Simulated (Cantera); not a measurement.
# Reactions in the system C-F-Pb

Source: NASA polynomial tables (part measured, part estimated), evaluated in Cantera. Values are per mole of reaction as written; species without (g) are pure solids or liquids, kept so even where they would boil at 1 bar.

2 PbF₂ + C = CF₄(g) + 2 Pb

```csv
T (K),ΔH° (kJ),ΔS° (J/K),ΔG° (kJ),log10 K,condensed phases
450,415.3,144.3,350.3,-40.67,"PbF₂(s), C(graphite), Pb(s)"
525,412.6,138.8,339.7,-33.80,"PbF₂(s), C(graphite), Pb(s)"
600,406.5,128.2,329.6,-28.69,"PbF₂(s), C(graphite), Pb(s)"
675,407.2,130.3,319.3,-24.71,"PbF₂(s), C(graphite), Pb(l)"
750,397.2,116.2,310.0,-21.59,"PbF₂(s), C(graphite), Pb(l)"
825,389.9,106.9,301.7,-19.10,"PbF₂(s), C(graphite), Pb(l)"
900,385.5,101.8,293.9,-17.06,"PbF₂(s), C(graphite), Pb(l)"
975,382.3,98.4,286.4,-15.34,"PbF₂(s), C(graphite), Pb(l)"
1050,379.7,95.7,279.1,-13.89,"PbF₂(s), C(graphite), Pb(l)"
```
